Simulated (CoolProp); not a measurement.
R410A along the isotherm 383.7 K: fugacity coefficient from the reference equation and from simpler models built on Tc = 344.5 K, pc = 49.01 bar, ω = 0.296; each cubic takes its own stable root.

Model: reference Helmholtz-energy equation of state, Lemmon 2003, in CoolProp. It is a pseudo-pure fit of the blend.

```json
[
 {"p (bar)": "15.3", "phase": "gas", "reference": "0.9232", "van der Waals": "0.9294", "Redlich-Kwong": "0.9238", "Soave-Redlich-Kwong": "0.9289", "Peng-Robinson": "0.9193"},
 {"p (bar)": "30.6", "phase": "gas", "reference": "0.8498", "van der Waals": "0.8596", "Redlich-Kwong": "0.8504", "Soave-Redlich-Kwong": "___", "Peng-Robinson": "0.8433"},
 {"p (bar)": "45.9", "phase": "gas", "reference": "0.7795", "van der Waals": "0.7897", "Redlich-Kwong": "0.7793", "Soave-Redlich-Kwong": "0.7949", "Peng-Robinson": "0.7717"},
 {"p (bar)": "61.3", "phase": "supercritical", "reference": "0.7115", "van der Waals": "0.7178", "Redlich-Kwong": "0.7096", "Soave-Redlich-Kwong": "0.7313", "Peng-Robinson": "0.7040"},
 {"p (bar)": "76.6", "phase": "supercritical", "reference": "0.6469", "van der Waals": "0.6449", "Redlich-Kwong": "0.6429", "Soave-Redlich-Kwong": "0.6714", "Peng-Robinson": "0.6418"},
 {"p (bar)": "91.9", "phase": "supercritical", "reference": "___", "van der Waals": "0.5838", "Redlich-Kwong": "0.5838", "Soave-Redlich-Kwong": "0.6174", "Peng-Robinson": "0.5868"},
 {"p (bar)": "107", "phase": "supercritical", "reference": "0.5372", "van der Waals": "0.5387", "Redlich-Kwong": "0.5371", "Soave-Redlich-Kwong": "___", "Peng-Robinson": "0.5416"},
 {"p (bar)": "123", "phase": "supercritical", "reference": "0.4946", "van der Waals": "0.5029", "Redlich-Kwong": "0.4984", "Soave-Redlich-Kwong": "0.5349", "Peng-Robinson": "0.5030"},
 {"p (bar)": "138", "phase": "supercritical", "reference": "0.4627", "van der Waals": "0.4774", "Redlich-Kwong": "0.4698", "Soave-Redlich-Kwong": "0.5064", "Peng-Robinson": "0.4740"},
 {"p (bar)": "153", "phase": "supercritical", "reference": "0.4368", "van der Waals": "0.4575", "Redlich-Kwong": "0.4469", "Soave-Redlich-Kwong": "0.4833", "Peng-Robinson": "0.4503"},
 {"p (bar)": "168", "phase": "supercritical", "reference": "0.4155", "van der Waals": "0.4420", "Redlich-Kwong": "0.4282", "Soave-Redlich-Kwong": "0.4644", "Peng-Robinson": "___"},
 {"p (bar)": "184", "phase": "supercritical", "reference": "___", "van der Waals": "0.4291", "Redlich-Kwong": "0.4119", "Soave-Redlich-Kwong": "0.4479", "Peng-Robinson": "0.4134"},
 {"p (bar)": "199", "phase": "supercritical", "reference": "0.3820", "van der Waals": "0.4197", "Redlich-Kwong": "0.3993", "Soave-Redlich-Kwong": "0.4351", "Peng-Robinson": "___"},
 {"p (bar)": "214", "phase": "supercritical", "reference": "0.3697", "van der Waals": "0.4124", "Redlich-Kwong": "0.3889", "Soave-Redlich-Kwong": "0.4246", "Peng-Robinson": "0.3885"},
 {"p (bar)": "230", "phase": "supercritical", "reference": "0.3585", "van der Waals": "0.4066", "Redlich-Kwong": "0.3797", "Soave-Redlich-Kwong": "0.4152", "Peng-Robinson": "0.3782"},
 {"p (bar)": "245", "phase": "supercritical", "reference": "0.3496", "van der Waals": "0.4027", "Redlich-Kwong": "0.3725", "Soave-Redlich-Kwong": "0.4080", "Peng-Robinson": "0.3701"}
]
```

Question: Fill in the missing entries.

Answer: 
- 30.6, Soave-Redlich-Kwong: 0.8606
- 91.9, reference: 0.5873
- 107, Soave-Redlich-Kwong: 0.5728
- 168, Peng-Robinson: 0.4307
- 184, reference: 0.3967
- 199, Peng-Robinson: 0.3999
